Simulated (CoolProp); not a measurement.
Vapour-liquid equilibrium of propane (1) + isobutane (2) at 286.9 K; x and y are mole fractions of (1).

The numbers come from the multi-fluid Helmholtz-energy mixture model, Lemmon 2009 and Bücker 2006; pair parameters Kunz 2012 in CoolProp.

### Question
Give the bubble pressure and the first vapour's composition at x = 0.35, 0.5, 0.8. Is there an azeotrope?

### Answer
x = 0.35: 0.3988 MPa, y = 0.571; x = 0.5: 0.4649 MPa, y = 0.711; x = 0.8: 0.6061 MPa, y = 0.908. No azeotrope shows between x = 0.05 and 0.95.

Pair parameters are fitted to limited data, so mixtures are less certain than the pure fluids.
